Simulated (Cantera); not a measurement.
Mixture: CO : H₂ : CH₄ : O₂ : N₂ = 1 : 0.062 : 0.057 : 0.507 : 1.37 (molar parts), at 10.0 bar, adiabatic and at constant pressure. Ignition delay is the time to a rise of 400 K.

Model: GRI-Mech 3.0 (53 species, 325 reactions), integrated in Cantera.

Problem. Predict: delay at 1023 K; delay at 1173 K; delay at 1323 K; delay at 1473 K; delay at 1623 K; apparent activation energy between 1548 and 1698 K.

Solution. 
```
Quantity                                                Value
--------------------------------------------------  ---------
delay at 1023 K                                       1.68 ms
delay at 1173 K                                      0.130 ms
delay at 1323 K                                       27.3 µs
delay at 1473 K                                       9.74 µs
delay at 1623 K                                       4.87 µs
apparent activation energy between 1548 and 1698 K  83 kJ/mol
```
